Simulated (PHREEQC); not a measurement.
Solution (25 °C): 71 mmol/kgw Ba(OH)2. Closed to the air; pH follows from the charge balance.

All values are PHREEQC results (ion-association model, phreeqc.dat), not measurements.

- pH = 12.97
- ionic strength = 0.197 mol/kgw
- density = 1.010 g/cm³
- total alkalinity = 142 meq/kg

```tsv
species	molality	activity	log γ
OH-	0.134	0.0950	-0.150
Ba+2	0.0632	0.0181	-0.542
BaOH+	0.00780	0.00577	-0.131
```

This is a speciation only: nothing precipitates in the calculation.
